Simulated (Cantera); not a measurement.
A closed system holds: 1 mol SiHCl3, 0.038 mol C2H4, 490 mol H2, held at 730 Pa.

These are equilibrium values from Cantera (NASA tables, ideal gas, pure condensed phases), not measurements of a reactor. Candidate condensed phases: C, C6H6, C7H8, C8H18, Si, SiC; 109 gas species. Mutual solubility and eutectic melting of coexisting phases are not modelled. The tables' values for SiCl are old estimates; treat these amounts as uncertain. Gases not in the tables: Si2H6 and higher silanes. The numbers say what is thermodynamically allowed, not how fast it happens.

x: gas mole fraction; n: condensed amount in mol.

```csv
T (K),x H2,x H,x HCl,x Si,x Cl,n Si(s),n SiC(s),n Si(l)
1273,0.994,8.32e-6,0.00591,2.47e-9,4.20e-8,0.879,0.0759,0
1373,0.994,3.89e-5,0.00589,5.31e-8,1.91e-7,0.874,0.0759,0
1473,0.994,0.000148,0.00588,7.50e-7,7.07e-7,0.869,0.0759,0
1573,0.994,0.000474,0.00586,7.53e-6,2.22e-6,0.859,0.0759,0
1673,0.993,0.00133,0.00583,5.72e-5,6.09e-6,0.822,0.0758,0
1773,0.990,0.00331,0.00583,0.000292,1.50e-5,0,0.0745,0.688
1873,0.985,0.00750,0.00581,0.00121,3.35e-5,0,0.0664,0.170
1973,0.977,0.0156,0.00587,0.00163,7.02e-5,0,0.0442,0
2073,0.962,0.0302,0.00582,0.00180,0.000135,0,0,0
2173,0.937,0.0547,0.00566,0.00185,0.000241,0,0,0
2273,0.899,?,0.00539,0.00185,?,0,0,0
2373,0.842,?,?,0.00181,?,0,0,0
2473,0.765,0.228,0.00444,0.00175,0.000940,0,0,0
```

**Question.** Some entries are withheld; supply them.

**Answer.** 
- 2273, x H: 0.0932
- 2273, x Cl: 0.000403
- 2373, x H: 0.150
- 2373, x HCl: 0.00499
- 2373, x Cl: 0.000635
